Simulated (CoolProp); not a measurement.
The fluid at 340.24 K and 0.317 MPa expands adiabatically to 0.122 MPa with isentropic efficiency 0.7. The same conditions are run with several fluids, on thermodynamics alone (safety and materials aside).

Computed with CoolProp (reference Helmholtz-energy equation of state of each fluid (sulfur hexafluoride: Guder 2009; carbon monoxide: Lemmon 2006; ethane: Bücker 2006; cis-2-butene: Lemmon 2005; CH2F2 (R32): Tillner-Roth 1997)).

```
fluid                work (kJ/kg)  final temperature (K)  final density (kg/m³)
-------------------  ------------  ---------------------  ---------------------
sulfur hexafluoride          12.2                  321.9                    [?]
carbon monoxide               [?]                  283.3                   1.45
ethane                       57.8                  307.6                   1.45
cis-2-butene                  [?]                  316.8                   2.68
CH2F2 (R32)                  32.6                  299.8                   2.58
```

Problem. What belongs in the gaps?

Solution. 
- sulfur hexafluoride, final density (kg/m³): 6.73
- carbon monoxide, work (kJ/kg): 59.0
- cis-2-butene, work (kJ/kg): 30.6
